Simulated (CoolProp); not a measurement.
Saturation properties of oxygen (Tc = -118.6 °C, pc = 50.46 bar, ω = 0.022).

Computed with CoolProp (reference Helmholtz-energy equation of state, Schmidt 1985).

| T (°C) | p (bar) | liquid cp (kJ/(kg K)) | vapour Z | liquid conductivity (mW/(m K)) |
|---|---|---|---|---|
| -196.95 | 0.1749 | 1.679 | 0.9912 | 171 |
| -190.95 | 0.4024 | 1.684 | 0.9837 | 162 |
| -184.95 | 0.8190 | 1.694 | 0.9726 | 154 |
| -179.05 | 1.498 | 1.712 | 0.9574 | 145 |
| -173.05 | 2.561 | 1.738 | 0.9374 | 136 |
| -167.15 | 4.081 | 1.775 | 0.9128 | 128 |
| -161.15 | 6.222 | 1.826 | 0.8828 | 119 |
| -155.15 | 9.086 | 1.897 | 0.8472 | 110 |
| -149.25 | 12.73 | 1.997 | 0.8065 | 102 |
| -143.25 | 17.40 | 2.150 | 0.7582 | 92.8 |
| -137.25 | 23.20 | 2.402 | 0.7016 | 84.1 |

It boils at -183.0 °C under 1 atm.

Thermal conductivity comes from a separate model (Lemmon 2004).
